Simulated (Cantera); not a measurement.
A freely propagating, adiabatic, planar premixed flame of 17.4 % H2, 17.4 % O2, 65.3 % N2, unburnt at 673 K and 1.01 bar; unity-Lewis-number transport, grid criteria slope 0.08 and curve 0.16, no radiation.

Cantera simulation using the H2/O2 subset of GRI-Mech 3.0, which has no nitrogen chemistry; the numbers are that mechanism's predictions, not measurements. Unity Lewis numbers drop preferential diffusion, which matters most where H2 and H carry the flame. Burning velocities carry a grid error of a few per cent, more on coarse grids. Lean hydrogen flames are cellular in practice and burn faster than this planar one.

Question: Predict: laminar burning velocity; thermal thickness; peak x(HO2); peak x(H); peak x(OH).

Answer: 
- laminar burning velocity = 374 cm/s
- thermal thickness = 0.305 mm
- peak x(HO2) = 0.000206
- peak x(H) = 0.0232
- peak x(OH) = 0.0105
